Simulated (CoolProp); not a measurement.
Properties of R115 along the isobar 1.11 MPa.

Computed with CoolProp (reference Helmholtz-energy equation of state, Lemmon 2016).

```
T (°C)   phase  density (kg/m³)  Joule-Thomson coefficient (K/MPa)  isothermal compressibility (1/MPa)  fugacity coefficient
------  ------  ---------------  ---------------------------------  ----------------------------------  --------------------
-92.45  liquid             1725                            -0.4485                            0.001188              0.003856
-69.35  liquid                …                            -0.4100                            0.001606               0.01966
-46.35  liquid             1575                            -0.3533                            0.002228               0.06703
-23.25  liquid             1494                            -0.2693                            0.003238                0.1735
-0.15   liquid             1404                            -0.1366                            0.005060                0.3651
22.85   liquid             1300                             0.1061                            0.009050                0.6545
45.95      gas                …                                  …                               1.183                0.8387
68.95      gas            70.63                              11.51                               1.081                0.8724
92.05      gas            63.69                              9.054                               1.028                0.8975
115.05     gas            58.37                              7.416                              0.9963                0.9167
138.15     gas            54.04                                  …                              0.9744                0.9318
161.15     gas            50.44                              5.337                              0.9587                0.9438
```

**Question.** What belongs in the gaps?

**Answer.** 
- -69.35, density (kg/m³): 1651
- 45.95, density (kg/m³): 80.41
- 45.95, Joule-Thomson coefficient (K/MPa): 15.63
- 138.15, Joule-Thomson coefficient (K/MPa): 6.229
